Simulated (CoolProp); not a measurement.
Vapour-liquid equilibrium of carbonyl sulfide (1) + propane (2) at 2.39 MPa; x and y are mole fractions of (1).

Computed with CoolProp (multi-fluid Helmholtz-energy mixture model, Lemmon 2006 and Lemmon 2009; pair parameters Bell 2016).

Task: Give the bubble temperature and the first vapour's composition at x = 0.05, 0.35, 0.75. Is there an azeotrope?

Result: x = 0.05: 65.0 °C, y = 0.060; x = 0.35: 60.4 °C, y = 0.388; x = 0.75: 55.5 °C, y = 0.780. No azeotrope shows between x = 0.05 and 0.95.

Pair parameters are fitted to limited data, so mixtures are less certain than the pure fluids.
